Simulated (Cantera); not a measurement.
A Cantera script and what it prints.

```python
import numpy as np
import cantera as ct

gas_names = """
    CL CL2 H HCL H2 Si SiCL SiCL2 SiCL3 SiCL4 SiH SiHCL3 SiH2 SiH2CL2 SiH3 SiH3CL SiH4 Si2 Si3
""".split()
cond_names = """
    Si(cr) Si(L)
""".split()


# ... load() reads the species with a 1 bar reference pressure and builds the phases ...
atoms = {
    'SiCl4': {'Si': 1, 'CL': 4},
    'Cl2': {'CL': 2},
    'H2': {'H': 2},
}
top_T = {}  # K; cautious upper limits of use, not melting points


# ... equilibrate(T, P, feed) seeds the gas with the atoms and calls Mixture.equilibrate('TP', solver="vcs", rtol=1e-11, max_steps=5000) ...
results = []
feed = {'SiCl4': 1, 'Cl2': 0.87, 'H2': 60}  # mol
P = 320  # Pa
for T in [1048, 1148, 1248, 1348, 1448, 1548, 1648, 1748]:
    mix = equilibrate(T, P, feed)
    results.append((T, P, feed, dict(zip(mix.species_names, mix.species_moles))))

top = {s: max(r[3][s] / sum(r[3][g] for g in gas_names) for r in results) for s in gas_names}
cols = sorted((s for s in top if top[s] > 0.001), key=lambda s: -top[s])[:9]
seen = [c for c in cond_names if any(r[3].get(c, 0) > 1e-12 for r in results)]
print("log10 of partial pressures in bar; condensed amounts in mol")
print(f"{'T/K':>10s}" + "".join(f"{s[:9]:>10s}" for s in cols + seen))
for T, P, feed, n in results:
    ng = sum(n[g] for g in gas_names)
    print(f"{T:10.4g}" + "".join(f"{np.log10(max(n[s] / ng * P / 1e5, 1e-99)):10.3f}" for s in cols)
          + "".join(f"{n.get(c, 0):10.4g}" for c in seen))
```

Output:

```
log10 of partial pressures in bar; condensed amounts in mol
       T/K        H2       HCL     SiCL2     SiCL4         H    SiHCL3     SiCL3    Si(cr)     Si(L)
      1048    -2.520    -3.894    -4.999    -4.542    -9.372    -5.158    -5.402   0.03212         0
      1148    -2.527    -3.728    -4.587    -5.081    -8.408    -5.578    -5.356    0.1919         0
      1248    -2.530    -3.686    -4.442    -5.927    -7.596    -6.224    -5.613    0.2069         0
      1348    -2.530    -3.685    -4.392    -6.789    -6.901    -6.879    -5.941    0.1745         0
      1448    -2.530    -3.691    -4.364    -7.557    -6.300    -7.463    -6.243    0.1371         0
      1548    -2.530    -3.698    -4.344    -8.230    -5.776    -7.975    -6.511    0.1019         0
      1648    -2.530    -3.705    -4.330    -8.823    -5.315    -8.426    -6.748   0.06518         0
      1748    -2.532    -3.700    -4.346    -9.352    -4.907    -8.841    -6.974         0   0.06409
```

These are equilibrium values from Cantera (NASA tables, ideal gas, pure condensed phases), not measurements of a reactor. The tables' values for SiCl3, SiCl are old estimates; treat these amounts as uncertain. Gases not in the tables: Si2H6 and higher silanes.
